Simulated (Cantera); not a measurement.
Roasting and sulfation: FeS2 + SO2 + N2

Feed: 1 mol FeS2, 0.49 mol SO2, 35 mol N2, held at 1580 Torr.

Method: chemical equilibrium by Gibbs-energy minimisation in Cantera with the NASA 1993 tables (ideal gas, pure condensed phases). Candidate condensed phases: Fe, FeO, FeS, FeSO4, FeS2, Fe2O3, Fe2(SO4)3, Fe3O4, S; 19 gas species. FeS: taken at fixed stoichiometry. Kinetics and transport are ignored.

```csv
T (°C),x N2,x S2,x SO2,x SO,x S2O,x S,n FeS(s),n FeS(l)
1125,0.973,0.0136,0.0134,0.000139,0.000284,9.22e-7,1.00,0
1175,0.973,0.0136,0.0134,0.000199,0.000281,1.76e-6,1.00,0
1225,0.972,0.0136,0.0133,0.000278,0.000277,3.20e-6,0,1.00
1275,0.972,0.0136,0.0133,0.000380,0.000273,5.62e-6,0,1.00
1325,0.972,0.0136,0.0132,0.000509,0.000270,9.51e-6,0,1.000
1375,0.972,0.0135,0.0131,0.000668,0.000266,1.56e-5,0,1.000
1425,0.972,0.0135,0.0131,0.000863,0.000262,2.48e-5,0,1.000
1475,0.972,0.0134,0.0129,0.00110,0.000257,3.85e-5,0,1.000
```
x: gas mole fraction; n: condensed amount in mol.

From 1125 °C to 1175 °C the condensed part is FeS(s). From 1225 °C to 1475 °C the condensed part is FeS(l).
